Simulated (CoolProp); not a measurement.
Properties of dimethyl carbonate along the isobar 1.77 MPa.

Model: reference Helmholtz-energy equation of state, Zhou 2011, in CoolProp.

```csv
T (K),phase,density (kg/m³),cp (kJ/(kg K)),speed of sound (m/s),Joule-Thomson coefficient (K/MPa)
364.3,liquid,975.1,1.956,946.7,-0.2465
383.1,liquid,947.9,2.005,877.3,-0.2139
402,liquid,919.6,2.059,809.3,-0.1741
420.8,liquid,890.0,2.117,742.4,-0.1247
439.7,liquid,858.4,2.183,675.0,-0.06015
458.5,liquid,824.4,2.262,606.1,0.02866
477.4,liquid,786.4,2.368,532.5,0.1640
496.2,gas,49.52,1.903,174.6,13.46
515.1,gas,45.77,1.885,185.3,11.18
```
